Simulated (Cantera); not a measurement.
Input: 1 mol SiCl4, 0.49 mol N2O, 3 mol N2, at 377 °C and 1.33 mbar.

Cantera equilibrium calculation (NASA polynomials, part measured and part estimated; ideal gas, pure solids and liquids). Candidate condensed phases: Si, SiO2, Si2N2O, Si3N4; 23 gas species. The numbers say what is thermodynamically allowed, not how fast it happens.

Base state: N2 0.737, SiCl4 0.159, Cl2 0.103 (mole fractions); condensed: SiO2(α-quartz).

Question: What changes in the equilibrium state with this change: temperature from 377 °C to 1577 °C?

Answer: 
```tsv
species	before	after
N2	0.737	0.489
Cl	1.15e-6	0.369
SiO	<1e-9	0.0687
SiCl4	0.159	0.0137
SiCl2	<1e-9	0.0388
SiCl3	<1e-9	0.0190
Cl2	0.103	0.00115
SiO2(α-quartz), mol	0.245	0
```
The tables' values for SiCl3 are old estimates; treat these amounts as uncertain.

Question: What changes in the equilibrium state with this change: N2O from 0.49 to 12 mol?

Answer: 
```
species              before   after
-------------------  ------  ------
N2                    0.737   0.682
O2                    <1e-9   0.227
Cl2                   0.103  0.0909
SiCl4                 0.159   <1e-9
SiO2(α-quartz), mol   0.245    1.00
```
